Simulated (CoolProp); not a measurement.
Propane along the isobar 2660 kPa: fugacity coefficient from the reference equation and from simpler models built on Tc = 369.9 K, pc = 4251 kPa, ω = 0.152; each cubic takes its own stable root.

The numbers come from the reference Helmholtz-energy equation of state, Lemmon 2009 in CoolProp.

```
T (K)   phase  reference  van der Waals  Redlich-Kwong  Soave-Redlich-Kwong  Peng-Robinson
-----  ------  ---------  -------------  -------------  -------------------  -------------
185.2  liquid   0.003164        0.05158       0.004158             0.003093            ___
193.8  liquid   0.005703        0.06843       0.007569             0.005599       0.005836
202.4  liquid   0.009696        0.08853        0.01290                  ___       0.009843
211    liquid    0.01566         0.1120        0.02078              0.01551        0.01581
219.6  liquid    0.02420         0.1391        0.03187              0.02407        0.02431
228.2  liquid    0.03593         0.1696        0.04685              0.03589        0.03598
236.8  liquid    0.05154         0.2037        0.06635              0.05169        0.05148
245.4  liquid    0.07166         0.2413        0.09095              0.07213        0.07145
254    liquid    0.09691         0.2823         0.1211              0.09787        0.09652
262.6  liquid     0.1278         0.3264            ___               0.1295         0.1272
```

Question: What belongs in the gaps?

Answer: 
- 185.2, Peng-Robinson: 0.003271
- 202.4, Soave-Redlich-Kwong: 0.009560
- 262.6, Redlich-Kwong: 0.1572
